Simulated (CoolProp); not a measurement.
Model: reference Helmholtz-energy equation of state, Lemmon 2006, in CoolProp. It is a short technical equation, of lower accuracy than the large ones.

Give the vapour pressure (kPa), liquid density (kg/m³), vapour density (kg/m³), enthalpy of vaporisation (kJ/kg) of saturated toluene at 446.1 K.


```tsv
T (K)	p (kPa)	liquid density (kg/m³)	vapour density (kg/m³)	enthalpy of vaporisation (kJ/kg)
446.1	450	710	12.6	315
```
